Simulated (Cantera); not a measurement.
## NO annealing gas

An isothermal, constant-pressure homogeneous reactor starts with NO : N2 = 0.27 : 0.12 (molar parts), at 2125 K and 0.0380 bar.

Cantera simulation using GRI-Mech 3.0 (53 species, 325 reactions); the numbers are that mechanism's predictions, not measurements. Radical loss at walls, strong at low pressure, is not modelled.

| t (s) | x NO | x O | x N2 | x N2O | x NO2 |
|---|---|---|---|---|---|
| 4.00e-6 | 0.692 | 1.99e-7 | 0.308 | 1.99e-7 | 2.74e-11 |
| 1.82e-5 | 0.692 | 9.07e-7 | 0.308 | 9.04e-7 | 5.71e-10 |
| 8.30e-5 | 0.692 | 4.15e-6 | 0.308 | 4.09e-6 | 1.15e-8 |
| 0.000378 | 0.692 | 1.93e-5 | 0.308 | 1.81e-5 | 2.11e-7 |
| 0.00172 | 0.692 | 9.58e-5 | 0.308 | 7.19e-5 | 2.79e-6 |
| 0.00784 | 0.691 | 0.000509 | 0.308 | 0.000184 | 1.80e-5 |
| 0.0357 | 0.684 | 0.00127 | 0.311 | 0.000184 | 3.78e-5 |
| 0.163 | 0.648 | 0.00174 | 0.329 | 0.000151 | 5.88e-5 |
| 0.741 | 0.463 | 0.00306 | 0.421 | 6.28e-5 | 9.16e-5 |
| 3.37 | 0.0735 | 0.00473 | 0.616 | 1.36e-6 | 2.44e-5 |
| 15.4 | 0.0125 | 0.00494 | 0.646 | 1.22e-7 | 4.37e-6 |
| 70.0 | 0.0122 | 0.00494 | 0.646 | 1.20e-7 | 4.25e-6 |
x: mole fraction; the columns are a selection and need not sum to one.

Equilibrium at this temperature and pressure: NO 0.0122, O 0.00494, N2 0.646, N2O 1.20e-7, NO2 4.25e-6 (gas phase only).
